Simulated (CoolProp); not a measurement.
A single-stage vapour-compression cycle with C2F6 (R116): evaporating at 196.15 K (dew point), condensing at 255.15 K (bubble point), superheat 8 K, subcooling 8 K, compressor efficiency 0.6, no pressure losses. Each further row changes one setting.

Model: reference Helmholtz-energy equation of state, Lemmon 2006, in CoolProp. It is a short technical equation, of lower accuracy than the large ones.

| case | cooling COP | pressure ratio | discharge temperature (K) | refrigerating effect (kJ/kg) | volumetric capacity (kJ/m³) |
|---|---|---|---|---|---|
| as stated | [?] | 10.4 | 286.1 | 69.1 | 629 |
| evaporating temperature 201.15 K | [?] | [?] | 283.0 | 71.8 | 832 |
| condensing temperature 250.15 K | 1.64 | 8.89 | [?] | 74.7 | 680 |
| subcooling 13 K | [?] | 10.4 | 286.1 | 74.7 | 680 |
| superheat 18 K | 1.46 | 10.4 | 297.2 | 75.5 | 651 |
| compressor efficiency 0.5 | [?] | 10.4 | 297.6 | 69.1 | 629 |

### Question
What belongs in the gaps?

### Answer

- as stated, cooling COP: 1.42
- evaporating temperature 201.15 K, cooling COP: 1.66
- evaporating temperature 201.15 K, pressure ratio: 8.00
- condensing temperature 250.15 K, discharge temperature (K): 280.4
- subcooling 13 K, cooling COP: 1.54
- compressor efficiency 0.5, cooling COP: 1.18
